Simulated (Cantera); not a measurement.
TiCl4 + CH4 + H2 (titanium nitride, carbide and oxide coatings)

Charge: 1 mol TiCl4, 3.3 mol CH4, 370 mol H2, held at 1.00 bar.

Method: chemical equilibrium by Gibbs-energy minimisation in Cantera with the NASA 1993 tables (ideal gas, pure condensed phases). Candidate condensed phases: C, C6H6, C7H8, C8H18, Ti, TiC, TiCl2, TiCl3, TiCl4; 96 gas species. TiC: taken at fixed stoichiometry. Kinetics and transport are ignored.

From 1050 K to 1275 K the condensed part is TiC(s). From 1350 K to 1650 K the condensed part is C(graphite) + TiC(s). The main Ti-bearing gas is TiCl4 at 1050 K and TiCl3 at 1650 K.

```json
[
 {"T (K)": "1050", "x H2": "0.983", "x HCl": "0.0101", "x CH4": "0.00625", "x TiCl4": "9.41e-5", "x H": "8.04e-9", "n TiC(s)": "0.950", "n C(graphite)": "0"},
 {"T (K)": "1125", "x H2": "0.983", "x HCl": "0.0105", "x CH4": "0.00614", "x TiCl4": "1.23e-5", "x H": "4.41e-8", "n TiC(s)": "0.991", "n C(graphite)": "0"},
 {"T (K)": "1200", "x H2": "0.983", "x HCl": "0.0106", "x CH4": "0.00612", "x TiCl4": "1.83e-6", "x H": "1.96e-7", "n TiC(s)": "0.998", "n C(graphite)": "0"},
 {"T (K)": "1275", "x H2": "0.983", "x HCl": "0.0106", "x CH4": "0.00611", "x TiCl4": "3.36e-7", "x H": "7.31e-7", "n TiC(s)": "0.999", "n C(graphite)": "0"},
 {"T (K)": "1350", "x H2": "0.984", "x HCl": "0.0106", "x CH4": "0.00558", "x TiCl4": "8.10e-8", "x H": "2.36e-6", "n TiC(s)": "1.000", "n C(graphite)": "0.197"},
 {"T (K)": "1425", "x H2": "0.986", "x HCl": "0.0106", "x CH4": "0.00366", "x TiCl4": "3.18e-8", "x H": "6.77e-6", "n TiC(s)": "1.000", "n C(graphite)": "0.915"},
 {"T (K)": "1500", "x H2": "0.987", "x HCl": "0.0106", "x CH4": "0.00250", "x TiCl4": "1.38e-8", "x H": "1.75e-5", "n TiC(s)": "1.000", "n C(graphite)": "1.35"},
 {"T (K)": "1575", "x H2": "0.988", "x HCl": "0.0106", "x CH4": "0.00177", "x TiCl4": "6.47e-9", "x H": "4.13e-5", "n TiC(s)": "1.000", "n C(graphite)": "1.61"},
 {"T (K)": "1650", "x H2": "0.988", "x HCl": "0.0106", "x CH4": "0.00130", "x TiCl4": "3.27e-9", "x H": "9.03e-5", "n TiC(s)": "1.000", "n C(graphite)": "1.77"}
]
```
x: gas mole fraction; n: condensed amount in mol.
